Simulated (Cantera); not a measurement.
# Silicon nitride deposition: SiH₂Cl₂ + N₂

A closed system holds: 1 mol SiH₂Cl₂, 37 mol N₂, at 13.3 mbar.

These are equilibrium values from Cantera (NASA tables, ideal gas, pure condensed phases), not measurements of a reactor. Candidate condensed phases: NH₄Cl, Si, Si₃N₄; 28 gas species. N₂ is the only nitrogen source here; it is nearly inert below about 1500 K, so the nitride shown seldom forms there in practice. The tables' values for SiCl₃ are old estimates; treat these amounts as uncertain. Kinetics and transport are ignored.

| T (K) | x N₂ | x HCl | x H₂ | x SiCl₂ | x SiCl₄ | x SiCl₃ | x Cl | n Si₃N₄(s) |
|---|---|---|---|---|---|---|---|---|
| 973 | 0.951 | 0.0381 | 0.00704 | 1.71e-7 | 0.00352 | 4.58e-6 | 4.01e-9 | 0.288 |
| 1023 | 0.951 | 0.0388 | 0.00673 | 9.20e-7 | 0.00335 | 1.21e-5 | 1.56e-8 | 0.290 |
| 1073 | 0.951 | 0.0393 | 0.00647 | 4.20e-6 | 0.00321 | 2.90e-5 | 5.36e-8 | 0.292 |
| 1123 | 0.951 | 0.0397 | 0.00624 | 1.67e-5 | 0.00306 | 6.41e-5 | 1.65e-7 | 0.293 |
| 1173 | 0.951 | 0.0401 | 0.00606 | 5.84e-5 | 0.00290 | 0.000131 | 4.60e-7 | 0.294 |
| 1223 | 0.951 | 0.0403 | 0.00595 | 0.000182 | 0.00269 | 0.000248 | 1.17e-6 | 0.293 |
| 1273 | 0.950 | 0.0403 | 0.00594 | 0.000503 | 0.00239 | 0.000428 | 2.74e-6 | 0.291 |
| 1323 | 0.950 | 0.0399 | 0.00611 | 0.00123 | 0.00194 | 0.000659 | 5.88e-6 | 0.284 |
| 1373 | 0.950 | 0.0389 | 0.00659 | 0.00257 | 0.00135 | 0.000867 | 1.14e-5 | 0.272 |
| 1423 | 0.949 | 0.0370 | 0.00752 | 0.00455 | 0.000770 | 0.000941 | 2.01e-5 | 0.253 |
| 1473 | 0.949 | 0.0341 | 0.00891 | 0.00689 | 0.000362 | 0.000854 | 3.21e-5 | 0.229 |
| 1523 | 0.949 | 0.0305 | 0.0106 | 0.00930 | 0.000150 | 0.000684 | 4.75e-5 | 0.203 |
| 1573 | 0.948 | 0.0267 | 0.0125 | 0.0116 | 5.89e-5 | 0.000510 | 6.68e-5 | 0.176 |
| 1623 | 0.948 | 0.0229 | 0.0143 | 0.0137 | 2.26e-5 | 0.000365 | 9.03e-5 | 0.151 |
x: gas mole fraction; n: condensed amount in mol.

From 973 K to 1623 K the condensed part is Si₃N₄(s). The main Si-bearing gas is SiCl₄ at 973 K and SiCl₂ at 1623 K. The share of Si in condensed phases is highest at 1173 K (88.1 %) and lowest at 1623 K (45.3 %).
